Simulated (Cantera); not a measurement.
Input (Python, Cantera) and output of one run.

```python
import numpy as np
import cantera as ct

gas_names = """
    H H2 N NH NH2 NH3 N2 N2H2 N2H4 Si SiH SiH2 SiH3 SiH4 SiN Si2 Si2N Si3
""".split()
cond_names = """
    Si(cr) Si(L) Si3N4(a)
""".split()


# ... load() reads the species with a 1 bar reference pressure and builds the phases ...
atoms = {
    'SiH4': {'Si': 1, 'H': 4},
    'N2': {'N': 2},
}
top_T = {'Si3N4(a)': 2400}  # K; cautious upper limits of use, not melting points


# ... equilibrate(T, P, feed) seeds the gas with the atoms and calls Mixture.equilibrate('TP', solver="vcs", rtol=1e-11, max_steps=5000) ...
results = []
feed = {'SiH4': 1, 'N2': 3.3}  # mol
T = 1550  # K
P = 1000  # Pa
mix = equilibrate(T, P, feed)
results.append((T, P, feed, dict(zip(mix.species_names, mix.species_moles))))
print(gas.report(threshold=0.0001))
for i in range(1, mix.n_phases):
    print(f"{mix.phase(i).name:16s} {mix.phase_moles(i):12.5e} mol")
```

Output:

```
       temperature   1550 K
          pressure   1000 Pa
           density   0.0013028 kg/m^3
  mean mol. weight   16.79 kg/kmol
   phase of matter   gas

                          1 kg             1 kmol
                     ---------------   ---------------
          enthalpy        2.3361e+06        3.9224e+07  J
   internal energy        1.5686e+06        2.6336e+07  J
           entropy             15471        2.5977e+05  J/K
    Gibbs function       -2.1645e+07       -3.6341e+08  J
 heat capacity c_p              2019             33900  J/K
 heat capacity c_v            1523.8             25585  J/K

                      mass frac. Y      mole frac. X     chem. pot. / RT
                     ---------------   ---------------   ---------------
                 H        1.2421e-05        0.00020689           -12.072
                H2          0.051811           0.43151           -24.144
                N2           0.94818           0.56829           -31.284
     [  +15 minor]        8.5367e-07        5.3319e-07

Si(cr)            0.00000e+00 mol
Si3N4(a)          3.33333e-01 mol
```

Equilibrium computed with Cantera from the NASA thermochemical tables; the gas is ideal and each condensed phase is pure.
